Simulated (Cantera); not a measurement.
# Roasting and sulfation: Fe₂O₃ + SO₃ + N₂

Feed: 1 mol Fe₂O₃, 0.94 mol SO₃, 5.6 mol N₂, held at 0.0133 bar.

Cantera equilibrium calculation (NASA polynomials, part measured and part estimated; ideal gas, pure solids and liquids). Candidate condensed phases: Fe, FeO, FeS, FeSO₄, FeS₂, Fe₂O₃, Fe₂(SO₄)₃, Fe₃O₄, S; 19 gas species. Rates play no part.

From 900 K to 1400 K the condensed part is Fe₂O₃(s). From 1500 K to 1800 K the condensed part is Fe₃O₄(s).

```
T (K)  log p N₂  log p SO₂  log p O₂  log p SO₃  log p NO  n Fe₂O₃(s)  n Fe₃O₄(s)
-----  --------  ---------  --------  ---------  --------  ----------  ----------
900       -1.97      -2.82     -3.12      -3.55     -7.19        1.00           0
1000      -1.97      -2.77     -3.07      -4.05     -6.63        1.00           0
1100      -1.97      -2.76     -3.06      -4.49     -6.19        1.00           0
1200      -1.97      -2.75     -3.05      -4.87     -5.83        1.00           0
1300      -1.97      -2.75     -3.05      -5.19     -5.52        1.00           0
1400      -1.97      -2.75     -3.05      -5.46     -5.26        1.00           0
1500      -1.98      -2.76     -2.93      -5.65     -4.98           0       0.667
1600      -1.98      -2.76     -2.93      -5.86     -4.78           0       0.667
1700      -1.98      -2.76     -2.93      -6.04     -4.60           0       0.667
1800      -1.98      -2.76     -2.93      -6.20     -4.45           0       0.667
```
log p: log10 of the partial pressure in bar; n: condensed amount in mol.
